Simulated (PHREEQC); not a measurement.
A made-up water analysis in mmol/kgw, 45 °C, pH 7.69:

```csv
constituent,mmol/kgw
Na,264
K,12.8
Ca,32.7
Mg,18.9
Cl,327
S(6),20.3
Alkalinity (meq/kgw),0.069
Si,0.402
```

Valence states are taken as typed.

Equilibrium calculation in PHREEQC: Pitzer model, pitzer.dat.

This is a speciation only: nothing precipitates in the calculation.

**Question.** Predict the activity of water, density, charge-balance error.

**Answer.** activity of water 0.989; density 1.006 g/cm³; charge-balance error 1.6 %.

**Question.** In which forms is C present?

**Answer.** HCO3- 95 %, CO2 2.4 %, CO3-2 1.7 %, MgCO3 1.0 % of the C.

Species that the database lacks are ignored. Away from 25 °C the constants follow the database's enthalpies or fits; those with neither stay at their 25 °C values.
